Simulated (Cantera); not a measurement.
## Adiabatic ignition

An adiabatic, constant-pressure homogeneous reactor starts with 18.4 % CO, 0.811 % H2, 1.36 % CH4, 16.7 % O2, 62.7 % N2, at 1475 K and 8250 Torr.

Cantera simulation using GRI-Mech 3.0 (53 species, 325 reactions); the numbers are that mechanism's predictions, not measurements.

| t (s) | T (K) | x CO | x H2 | x CH4 | x CH3 | x C2H | x NO2 | x N2O |
|---|---|---|---|---|---|---|---|---|
| 3.00e-6 | 1475 | 0.184 | 0.00811 | 0.0136 | 1.23e-5 | <1e-12 | <1e-12 | 1.15e-10 |
| 1.02e-5 | 1492 | 0.184 | 0.00791 | 0.0122 | 0.000415 | 2.07e-12 | 9.12e-12 | 1.16e-8 |
| 3.46e-5 | 2754 | 0.0481 | 0.00127 | <1e-12 | <1e-12 | <1e-12 | 1.23e-6 | 2.95e-6 |
| 0.000117 | 2834 | 0.0381 | 0.00101 | <1e-12 | <1e-12 | <1e-12 | 5.61e-6 | 2.87e-6 |
| 0.000398 | 2823 | 0.0377 | 0.00100 | <1e-12 | <1e-12 | <1e-12 | 1.44e-5 | 2.93e-6 |
| 0.00135 | 2816 | 0.0375 | 0.00100 | <1e-12 | <1e-12 | <1e-12 | 1.93e-5 | 3.00e-6 |
| 0.00458 | 2816 | 0.0375 | 0.00100 | <1e-12 | <1e-12 | <1e-12 | 1.95e-5 | 3.01e-6 |
| 0.0156 | 2816 | 0.0375 | 0.00100 | <1e-12 | <1e-12 | <1e-12 | 1.95e-5 | 3.01e-6 |
| 0.0528 | 2816 | 0.0375 | 0.00100 | <1e-12 | <1e-12 | <1e-12 | 1.95e-5 | 3.01e-6 |
| 0.179 | 2816 | 0.0375 | 0.00100 | <1e-12 | <1e-12 | <1e-12 | 1.95e-5 | 3.01e-6 |
| 0.608 | 2816 | 0.0375 | 0.00100 | <1e-12 | <1e-12 | <1e-12 | 1.95e-5 | 3.01e-6 |
| 2.06 | 2816 | 0.0375 | 0.00100 | <1e-12 | <1e-12 | <1e-12 | 1.95e-5 | 3.01e-6 |
| 7.00 | 2816 | 0.0375 | 0.00100 | <1e-12 | <1e-12 | <1e-12 | 1.95e-5 | 3.01e-6 |
x: mole fraction; the columns are a selection and need not sum to one.

```
Property                                                            Result
---------------------------------  ---------------------------------------
time of steepest temperature rise                                  15.5 µs
temperature at 7.00 s                                               2816 K
equilibrium temperature                                             2816 K
x(CO) at 7.00 s                      0.0375 (gas-phase equilibrium 0.0375)
x(H2) at 7.00 s                    0.00100 (gas-phase equilibrium 0.00100)
x(CH4) at 7.00 s                     <1e-12 (gas-phase equilibrium <1e-12)
```
